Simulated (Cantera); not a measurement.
A closed system holds: 1 mol CuO, 0.87 mol H₂, 0.99 mol N₂, held at 2048 K and 100 Torr.

These are equilibrium values from Cantera (NASA tables, ideal gas, pure condensed phases), not measurements of a reactor. Candidate condensed phases: Cu, CuO, Cu(OH)₂, Cu₂O, H₂O; 27 gas species. Rates play no part.

Base state: N₂ 0.485, H₂O 0.422, Cu 0.0499, O₂ 0.0304, OH 0.00540, H₂ 0.00273, NO 0.00260, O 0.000458 (mole fractions); condensed: Cu(l).

**Question.** What changes in the equilibrium state with this change: temperature from 2048 K to 675 K?

**Answer.** 
```csv
species,before,after
N₂,0.485,0.532
H₂O,0.422,0.468
H₂,0.00273,4.43e-8
Cu,0.0499,<1e-9
O₂,0.0304,<1e-9
OH,0.00540,<1e-9
NO,0.00260,<1e-9
O,0.000458,<1e-9
CuO,0.000324,<1e-9
"Cu(l), mol",0.897,0
"Cu(s), mol",0,0.740
"Cu₂O(s), mol",0,0.130
```

**Question.** What changes in the equilibrium state with this change: temperature from 2048 K to 2100 K?

**Answer.** 
| species | before | after |
|---|---|---|
| N₂ | 0.485 | 0.470 |
| H₂O | 0.422 | 0.407 |
| Cu | 0.0499 | 0.0781 |
| O₂ | 0.0304 | 0.0294 |
| Cu₂ | 0.000242 | 0.000446 |
| H | 0.000320 | 0.000530 |
| CuO | 0.000324 | 0.000477 |
| Cu(l), mol | 0.897 | 0.833 |
